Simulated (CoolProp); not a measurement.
Saturation properties of toluene (Tc = 591.7 K, pc = 4126 kPa, ω = 0.266).

Values from CoolProp's reference Helmholtz-energy equation of state, Lemmon 2006. It is a short technical equation, of lower accuracy than the large ones.

```tsv
T (K)	p (kPa)	liquid density (kg/m³)	enthalpy of vaporisation (kJ/kg)	surface tension (mN/m)	liquid viscosity (µPa s)	vapour viscosity (µPa s)
327.4	14.69	834.6	395.6	24.4	401	7.60
345.6	29.75	817.2	384.7	22.2	338	7.99
363.7	55.26	799.4	373.5	20.1	290	8.37
381.9	96.12	781.0	361.9	18.1	252	8.76
400	157.3	762.2	349.8	…	221	9.14
418.2	245.8	742.5	336.8	14.2	196	9.53
436.4	368.1	721.8	322.8	12.3	174	…
454.5	…	700.2	307.8	…	155	10.3
```

Problem. Fill in the missing entries.

Solution. 
- 400, surface tension (mN/m): 16.1
- 436.4, vapour viscosity (µPa s): 9.93
- 454.5, p (kPa): 530.9
- 454.5, surface tension (mN/m): 10.5

It boils at 383.7 K under 1 atm.

Viscosity comes from a separate model (Avgeri 2015). Surface tension comes from a separate correlation (Mulero 2012).
